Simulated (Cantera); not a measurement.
Mixture: 6.44 % CO, 3.87 % H2, 9.02 % CH4, 15.5 % O2, 58.1 % N2, 7.09 % CO2, at 1.00 atm, adiabatic and at constant volume. Ignition delay is the time to a rise of 400 K.

Detailed kinetics in Cantera: GRI-Mech 3.0 (53 species, 325 reactions). Below about 1000 K GRI-Mech 3.0 lacks low-temperature oxidation paths.

### Question
Predict: delay at 950 K; delay at 1025 K; delay at 1100 K; delay at 1175 K; delay at 1250 K; delay at 1325 K; apparent activation energy between 1175 and 1325 K.

### Answer
| Quantity | Result |
|---|---|
| delay at 950 K | 48.9 ms |
| delay at 1025 K | 20.6 ms |
| delay at 1100 K | 10.0 ms |
| delay at 1175 K | 4.95 ms |
| delay at 1250 K | 2.50 ms |
| delay at 1325 K | 1.30 ms |
| apparent activation energy between 1175 and 1325 K | 120 kJ/mol |
